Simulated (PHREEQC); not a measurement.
Buffer

Solution (25 °C): 0.065 mol NaHSO4, 0.14 mol Na2CO3 and 0.00026 mol LiCl per kg of water. Closed to the air; pH follows from the charge balance.

Equilibrium calculation in PHREEQC: ion-association model, wateq4f.dat.

This is a speciation only: nothing precipitates in the calculation.

Q: What pH, activity of water, ionic strength does the model give?

A: pH 9.61; activity of water 0.992; ionic strength 0.362 mol/kgw.

Q: In which forms is S present?

A: SO4-2 75 %, NaSO4- 25 % of the S.
